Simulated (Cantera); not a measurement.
Input: 1 mol MgO, 22 mol Cl2, 16 mol N2, equilibrated at 0.0860 bar.

Method: chemical equilibrium by Gibbs-energy minimisation in Cantera with the NASA 1993 tables (ideal gas, pure condensed phases). Candidate condensed phases: Mg, MgCl2, MgO; 18 gas species. Rates play no part.

Question: Which condensed phases are stable at each of these points (T (K)): 1050, 1075, 1100, 1125, 1150, 1175, 1200, 1225?

Answer: 
```json
[
 {"T (K)": "1050", "condensed phases": "MgO(s)", "Mg condensed (%)": "76.4"},
 {"T (K)": "1075", "condensed phases": "MgO(s)", "Mg condensed (%)": "66.2"},
 {"T (K)": "1100", "condensed phases": "MgO(s)", "Mg condensed (%)": "52.5"},
 {"T (K)": "1125", "condensed phases": "MgO(s)", "Mg condensed (%)": "34.4"},
 {"T (K)": "1150", "condensed phases": "MgO(s)", "Mg condensed (%)": "10.9"},
 {"T (K)": "1175", "condensed phases": "gas only", "Mg condensed (%)": "0.0"},
 {"T (K)": "1200", "condensed phases": "gas only", "Mg condensed (%)": "0.0"},
 {"T (K)": "1225", "condensed phases": "gas only", "Mg condensed (%)": "0.0"}
]
```

From 1050 K to 1150 K the condensed part is MgO(s). From 1175 K to 1225 K nothing is condensed.
